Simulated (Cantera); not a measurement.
Boron, boron nitride and boron oxide: borazine + N2 + H2 + O2

Charge: 1 mol borazine, 0.4 mol N2, 110 mol H2, 0.39 mol O2, held at 1650 K.

Method: chemical equilibrium by Gibbs-energy minimisation in Cantera with the NASA 1993 tables (ideal gas, pure condensed phases). Candidate condensed phases: B, BN, B2O3, B3O3H3, H2O; 39 gas species. The feed counts by its element totals alone. The tables' values for BH2 are old estimates; treat these amounts as uncertain. Gases not in the tables: H3BO3. The numbers say what is thermodynamically allowed, not how fast it happens.

From 10.0 Pa to 100000 Pa the condensed part is BN(s). The share of B in condensed phases is highest at 100000 Pa (84.3 %) and lowest at 10.0 Pa (73.9 %).

```tsv
P (Pa)	x H2	x H	x N2	x HBO	x HBO2	x BO	x H2O	n BN(s)
10	0.977	0.00898	0.00690	0.00542	1.19e-6	0.00106	2.72e-7	2.22
46	0.982	0.00420	0.00690	0.00589	6.44e-6	0.000536	1.36e-6	2.22
220	0.985	0.00192	0.00689	0.00609	3.27e-5	0.000253	6.73e-6	2.22
1000	0.986	0.000902	0.00682	0.00593	0.000140	0.000115	2.97e-5	2.24
4600	0.987	0.000421	0.00657	0.00513	0.000475	4.66e-5	0.000116	2.30
22000	0.988	0.000193	0.00611	0.00362	0.00109	1.50e-5	0.000378	2.41
100000	0.989	9.04e-5	0.00557	0.00212	0.00162	4.11e-6	0.000960	2.53
```
x: gas mole fraction; n: condensed amount in mol.
